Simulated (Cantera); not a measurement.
What does this Cantera script print?

```python
import numpy as np
import cantera as ct

gas_names = """
    H CH3
""".split()
cond_names = """
    TiC(s) TiC(L) Ti(a) Ti(b) Ti(L)
""".split()


# ... load() reads the species with a 1 bar reference pressure and builds the phases ...
species = {s.name: s for s in load("nasa_gas.yaml", gas_names) + load("nasa_condensed.yaml", cond_names)}
# Each term lists the table entries of one substance; the one whose range holds T is used.
reactions = {
    '3 H(g) + TiC = CH3(g) + Ti':
        [(-3, ['H']), (-1, ['TiC(s)', 'TiC(L)']), (1, ['CH3']), (1, ['Ti(a)', 'Ti(b)', 'Ti(L)'])],
}


def pick(names, T):
    return next(species[n] for n in names if species[n].thermo.min_temp <= T <= species[n].thermo.max_temp)


results = []
for label, terms in reactions.items():
    print(label)
    print("     T/K   dH/kJ  dS/(J/K)   dG/kJ   log10 K")
    for T in [1548, 1648, 1748, 1848, 1948, 2048]:
        used = [(nu, pick(names, T)) for nu, names in terms]
        dH = sum(nu * s.thermo.h(T) for nu, s in used) / 1e6
        dS = sum(nu * s.thermo.s(T) for nu, s in used) / 1e3
        dG = dH - T * dS / 1e3
        logK = -dG * 1e6 / (ct.gas_constant * T * np.log(10))
        results.append((label, T, dH, dS, dG, logK, [s.name for _, s in used]))
        print(f"{T:8g} {dH:8.1f} {dS:8.1f} {dG:8.1f} {logK:8.2f}")
```

Result:

```
3 H(g) + TiC = CH3(g) + Ti
     T/K   dH/kJ  dS/(J/K)   dG/kJ   log10 K
    1548   -350.9   -187.0    -61.4     2.07
    1648   -352.3   -187.9    -42.6     1.35
    1748   -353.5   -188.6    -23.8     0.71
    1848   -354.6   -189.2     -4.9     0.14
    1948   -340.8   -182.1     14.0    -0.38
    2048   -340.9   -182.2     32.2    -0.82
```

Cantera with NASA thermochemical tables; ideal gases at 1 bar, condensed phases pure. TiC: taken at fixed stoichiometry. Condensed species are held in their standard states even where they would react or evaporate.
